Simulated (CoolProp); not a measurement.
1,2-dichloroethane along the isotherm 59.35 °C: density (kg/m³) from the reference equation and from simpler models built on Tc = 288.4 °C, pc = 5.226 MPa, ω = 0.269; each cubic takes its own stable root.

Model: reference Helmholtz-energy equation of state, Thol 2015, in CoolProp.

```tsv
p (MPa)	phase	reference
1.63	liquid	1197
3.27	liquid	1199
4.9	liquid	1201
6.53	liquid	1203
8.17	liquid	1205
9.8	liquid	1206
11.4	liquid	1208
13.1	liquid	1210
```

### Question
How far does each simpler model (van der Waals, Redlich-Kwong, Soave-Redlich-Kwong, Peng-Robinson) lie from the reference over these 8 states: mean and median of the absolute difference, and the worst?

### Answer
- van der Waals: mean 41.4 %, median 41.4 %, worst -42.3 % at 59.35 °C and 1.63 MPa
- Redlich-Kwong: mean 14.7 %, median 14.7 %, worst -15.2 % at 59.35 °C and 1.63 MPa
- Soave-Redlich-Kwong: mean 12.4 %, median 12.4 %, worst -12.6 % at 59.35 °C and 1.63 MPa
- Peng-Robinson: mean 1.3 %, median 1.3 %, worst -1.4 % at 59.35 °C and 1.63 MPa
